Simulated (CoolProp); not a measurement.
Properties of octamethylcyclotetrasiloxane (D4) along the isobar 0.101 MPa (Tc = 586.5 K, pc = 1.347 MPa, ω = 0.598).

Values from CoolProp's reference Helmholtz-energy equation of state, Thol 2015.

| T (K) | phase | Z | cp (kJ/(kg K)) | cv (kJ/(kg K)) | expansivity (1/kK) | fugacity coefficient |
|---|---|---|---|---|---|---|
| 480.3 | gas | 0.9414 | 1.769 | 1.730 | 2.593 | 0.9446 |
| 493 | gas | 0.9471 | 1.796 | 1.759 | 2.472 | 0.9497 |
| 505.7 | gas | 0.9521 | 1.824 | 1.788 | 2.366 | 0.9542 |
| 518.4 | gas | 0.9565 | 1.851 | 1.815 | 2.270 | 0.9582 |
| 531.1 | gas | 0.9604 | 1.877 | 1.842 | 2.184 | 0.9618 |
| 543.8 | gas | 0.9639 | 1.903 | 1.869 | 2.107 | 0.9651 |
| 556.5 | gas | 0.9670 | 1.928 | 1.895 | 2.036 | 0.9680 |
| 569.2 | gas | 0.9698 | 1.953 | 1.920 | 1.971 | 0.9706 |
| 581.9 | gas | 0.9723 | 1.977 | 1.944 | 1.910 | 0.9729 |
| 594.6 | gas | 0.9746 | 2.000 | 1.968 | 1.855 | 0.9751 |
| 607.3 | gas | 0.9766 | 2.023 | 1.991 | 1.803 | 0.9770 |
| 620 | gas | 0.9784 | 2.045 | 2.013 | 1.755 | 0.9788 |
